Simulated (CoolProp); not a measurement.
Values from CoolProp's reference Helmholtz-energy equation of state, Thol 2018.

**Question.** For hydrogen chloride, give the phase and the cp (kJ/(kg K)) at 191.65 °C and 4.82 bar.

**Answer.** 
- 191.65 °C and 4.82 bar: gas; cp 0.811
